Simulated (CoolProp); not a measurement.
A single-stage vapour-compression cycle with sulfur dioxide: evaporating at 229.15 K (dew point), condensing at 267.15 K (bubble point), superheat 0 K, subcooling 5 K, compressor efficiency 0.75, no pressure losses. Each further row changes one setting.

The numbers come from the reference Helmholtz-energy equation of state, Gao 2016 in CoolProp.

```
case                              cooling COP  pressure ratio  discharge temperature (K)  refrigerating effect (kJ/kg)  volumetric capacity (kJ/m³)
--------------------------------  -----------  --------------  -------------------------  ----------------------------  ---------------------------
as stated                                3.89            7.13                      383.1                           374                          215
evaporating temperature 234.15 K         4.70            5.27                      363.4                           376                          286
condensing temperature 262.15 K          4.57            5.72                      363.6                           380                          218
subcooling 10 K                          3.96            7.13                      383.1                           380                          218
superheat 10 K                           3.79            7.13                      397.8                           379                          209
compressor efficiency 0.65               3.37            7.13                      404.7                           374                          215
```
